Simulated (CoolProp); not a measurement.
Model: reference Helmholtz-energy equation of state, Thol 2019, in CoolProp.

Problem. Give the vapour pressure (bar), liquid density (kg/m³), vapour density (kg/m³) of saturated n-pentane at 365.3, 377.6, 420.9 K.

Solution. 
| T (K) | p (bar) | liquid density (kg/m³) | vapour density (kg/m³) |
|---|---|---|---|
| 365.3 | 4.95 | 547 | 13.6 |
| 377.6 | 6.55 | 531 | 18.0 |
| 420.9 | 15.3 | 464 | 45.0 |
